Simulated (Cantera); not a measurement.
## Equilibrium for carbothermic reduction: TiO₂ + CO

Charge: 1 mol TiO₂, 0.9 mol CO, held at 0.280 bar.

Equilibrium computed with Cantera from the NASA thermochemical tables; the gas is ideal and each condensed phase is pure. Candidate condensed phases: C, Ti, TiC, TiO, TiO₂, Ti₂O₃, Ti₃O₅, Ti₄O₇; 15 gas species. Mutual solubility and eutectic melting of coexisting phases are not modelled. Condensed phases not in the tables: Magnéli phases beyond Ti₄O₇. Kinetics and transport are ignored.

| T (K) | x CO | x CO₂ | n C(graphite) | n TiO₂(rutile) | n Ti₄O₇(s) |
|---|---|---|---|---|---|
| 850 | 0.333 | 0.667 | 0.360 | 1.00 | 0 |
| 900 | 0.542 | 0.458 | 0.283 | 1.00 | 0 |
| 950 | 0.742 | 0.258 | 0.185 | 1.00 | 0 |
| 1000 | 0.878 | 0.122 | 0.0981 | 1.00 | 0 |
| 1050 | 0.946 | 0.0536 | 0.0458 | 1.00 | 0 |
| 1100 | 0.976 | 0.0236 | 0.0207 | 1.00 | 0 |
| 1150 | 0.989 | 0.0108 | 0.00962 | 1.00 | 0 |
| 1200 | 0.995 | 0.00524 | 0.00469 | 1.00 | 0 |
| 1250 | 0.997 | 0.00268 | 0.00241 | 1.00 | 0 |
| 1300 | 0.998 | 0.00170 | 0 | 0.994 | 0.00153 |
| 1350 | 0.998 | 0.00241 | 0 | 0.991 | 0.00217 |
x: gas mole fraction; n: condensed amount in mol.

From 850 K to 1250 K the condensed part is C(graphite) + TiO₂(rutile). From 1300 K to 1350 K the condensed part is TiO₂(rutile) + Ti₄O₇(s).
